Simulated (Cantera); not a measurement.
An isothermal plug-flow reactor at 1323 K and 280000 Pa (inlet), inlet velocity 1.4 m/s, active area per volume 140 1/m; feed CH4 : O2 : N2 = 0.0065 : 0.054 : 0.79 (molar parts), equivalence ratio 0.24.

Model: Deutschmann's 1995 Pt surface mechanism with GRI-Mech 3.0 gas chemistry, integrated in Cantera. Catalytic surfaces can have several steady states; this one follows from the mechanism file's or the stated starting coverage. Mass transfer to the wall is taken as infinitely fast.

Question: Predict: x(CH4) at z = 0.017 m; x(O2) at z = 0.017 m; x(H2O) at z = 0.017 m; x(CO2) at z = 0.017 m; x(CO) at z = 0.017 m; θ(free Pt) at the exit; θ(O*) at the exit; θ(OH*) at the exit.

Answer: 
| Property | Value |
|---|---|
| x(CH4) at z = 0.017 m | 7.61e-5 |
| x(O2) at z = 0.017 m | 0.0485 |
| x(H2O) at z = 0.017 m | 0.0150 |
| x(CO2) at z = 0.017 m | 0.00747 |
| x(CO) at z = 0.017 m | 2.85e-6 |
| θ(free Pt) at the exit | 0.525 |
| θ(O*) at the exit | 0.473 |
| θ(OH*) at the exit | 0.00193 |
